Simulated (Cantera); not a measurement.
Thermodynamics of chlorosilane synthesis and conversion, feed Si + HCl + H₂

Feed: 1 mol Si, 0.78 mol HCl, 1.1 mol H₂, at 750 K and 0.380 bar.

Equilibrium computed with Cantera from the NASA thermochemical tables; the gas is ideal and each condensed phase is pure. Candidate condensed phases: Si; 19 gas species. The tables' values for SiCl₃ are old estimates; treat these amounts as uncertain. Equilibrium is a limit: real reactors are often held back by kinetics, nucleation or transport.

```json
{
 "x(H₂)": "0.871",
 "x(SiCl₄)": "0.0847",
 "x(SiHCl₃)": "0.0417",
 "x(SiH₂Cl₂)": "0.00151",
 "x(HCl)": "0.000801",
 "x(SiCl₃)": "1.71e-5",
 "x(SiH₃Cl)": "1.21e-5",
 "n(Si(s))": "0.787 mol",
 "gas_amount": "1.667 mol"
}
```
